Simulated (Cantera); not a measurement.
Cantera run, input and output.

```python
import numpy as np
import cantera as ct

gas = ct.Solution("gri30.yaml")
gas.TP = 300, 100000
flame = ct.CounterflowDiffusionFlame(gas, width=0.02)
flame.fuel_inlet.X, flame.fuel_inlet.T = {'CH4': 1, 'C2H6': 0.13}, 525
flame.oxidizer_inlet.X, flame.oxidizer_inlet.T = {'O2': 0.22, 'N2': 0.78}, 398
flame.set_refine_criteria(ratio=3, slope=0.12, curve=0.24, prune=0.03)
show = ['OH', 'H', 'NO', 'CO', 'C2H2']

rows = []
print(f"{'mdot':>8s}{'a_max':>10s}{'a_mean':>10s}{'Tmax/K':>9s}" + "".join(f"{s:>11s}" for s in show) + "   (peak mole fractions)")
for i, mdot in enumerate([0.25, 0.39, 0.61, 0.95, 1.5, 2.3, 3.6, 5.7]):  # kg/m2/s on the oxidiser side
    flame.oxidizer_inlet.mdot, flame.fuel_inlet.mdot = mdot, 0.59 * mdot
    flame.solve(loglevel=0, auto=(i == 0))
    if flame.T.max() < max(525, 398) + 100:
        print(f"{mdot:8.3g}  no burning solution found from the previous one")
        break
    dT = np.abs(np.gradient(flame.T, flame.grid))
    rows.append([flame.strain_rate("max"), flame.strain_rate("mean"), flame.T.max(),
                 *(flame.X[gas.species_index(s)].max() for s in show), max(dT[0], dT[-1]) / dT.max()])
    print(f"{mdot:8.3g}{rows[-1][0]:10.1f}{rows[-1][1]:10.1f}{rows[-1][2]:9.1f}" + "".join(f"{x:11.3e}" for x in rows[-1][3:-1]))
```

It prints:

```
    mdot     a_max    a_mean   Tmax/K         OH          H         NO         CO       C2H2   (peak mole fractions)
    0.25     161.6      32.6   2134.6  8.484e-03  4.275e-03  2.881e-04  5.836e-02  1.940e-02
    0.39     243.4      50.8   2113.4  8.424e-03  4.549e-03  2.606e-04  5.723e-02  1.803e-02
    0.61     364.5      79.4   2094.9  8.380e-03  4.852e-03  2.311e-04  5.661e-02  1.673e-02
    0.95     540.8     123.7   2074.5  8.252e-03  5.130e-03  1.968e-04  5.628e-02  1.536e-02
     1.5     811.4     195.3   2047.4  7.931e-03  5.318e-03  1.550e-04  5.615e-02  1.373e-02
     2.3    1194.0     299.5   2014.5  7.405e-03  5.337e-03  1.122e-04  5.632e-02  1.182e-02
     3.6    1802.3     468.7   1967.8  6.536e-03  5.071e-03  6.677e-05  5.705e-02  9.224e-03
     5.7    2700.9     742.1   1846.8  4.219e-03  3.488e-03  1.527e-05  5.737e-02  4.239e-03
```

Model: GRI-Mech 3.0 (53 species, 325 reactions), integrated in Cantera. GRI-Mech 3.0 has no aromatics or soot, which form on the fuel side of real flames. The maximum strain rate includes the flame's own expansion and is several times the mean.
